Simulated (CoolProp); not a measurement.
The numbers come from the reference Helmholtz-energy equation of state, Leachman 2009 in CoolProp.

**Question.** For normal hydrogen, give the phase and the density (kg/m³), isothermal compressibility (1/MPa), expansivity (1/kK), conductivity (mW/(m K)) at 25.8 K and 0.081 MPa; 25.8 K and 0.162 MPa; 25.8 K and 0.243 MPa.

**Answer.** 
- 25.8 K and 0.081 MPa: gas; density 0.793, isothermal compressibility 12.9, expansivity 42.9, conductivity 21.1
- 25.8 K and 0.162 MPa: gas; density 1.66, isothermal compressibility 6.78, expansivity 48.4, conductivity 22.1
- 25.8 K and 0.243 MPa: gas; density 2.62, isothermal compressibility 4.82, expansivity 55.8, conductivity 23.3

Thermal conductivity comes from a separate model (Assael 2011).
